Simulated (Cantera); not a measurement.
**Ignition delay**

Mixture: 4.79 % C3H8, 20.0 % O2, 75.2 % N2, equivalence ratio 1.2, at 3900000 Pa, adiabatic and at constant pressure. Ignition delay is the time to a rise of 400 K.

Computed with Cantera and GRI-Mech 3.0 (53 species, 325 reactions). GRI-Mech 3.0 was tuned for natural gas; its chemistry of propane as a main component is partial and can be far from experiment. The pressure lies above the range GRI-Mech 3.0 was tuned for (to about 10 atm).

| T0 (K) | delay (ms) |
|---|---|
| 1300 | 0.122 |
| 1375 | 0.0422 |
| 1450 | 0.0162 |
| 1525 | 0.00702 |
| 1600 | 0.00343 |
| 1675 | 0.00187 |
| 1750 | 0.00112 |
| 1825 | 0.000730 |
| 1900 | 0.000509 |
| 1975 | 0.000375 |

```yaml
apparent activation energy between 1825 and 1975 K: 130 kJ/mol
```
